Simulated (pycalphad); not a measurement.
CALPHAD calculation (pycalphad, COST 507 light-alloy database (1999)), 1 atm. The data set is of 1999 and partly superseded. Phase fractions are per mole of atoms.

Compare equilibrium and Scheil-Gulliver solidification of Ti-35.15C (at.%).

Both start at the liquidus, 3008 °C. In full equilibrium the last liquid goes at 2589 °C (range 419 K), and at 2527 °C the alloy holds fcc. With no diffusion in the solid (Scheil-Gulliver, steps of 4 K) the liquid lasts to an invariant point at 1652 °C (range 1356 K), where the last 0.10 of it freezes; the solid then holds fcc 0.90, bcc 0.10.

```
last step ahead of the change, T (°C)  liquid left there  liquid composition there (at.%)  solids forming below it
-------------------------------------  -----------------  -------------------------------  -----------------------
3008                                                1.00                           35.1 C                      fcc
1652                                                0.10                            3.1 C                bcc + fcc
```
Solids once formed stay as they are in this model, so peritectic reactions do not proceed; the changes are located to one step.

The fcc model also describes the rock-salt carbide or nitride (TiC, TiN, HfC).
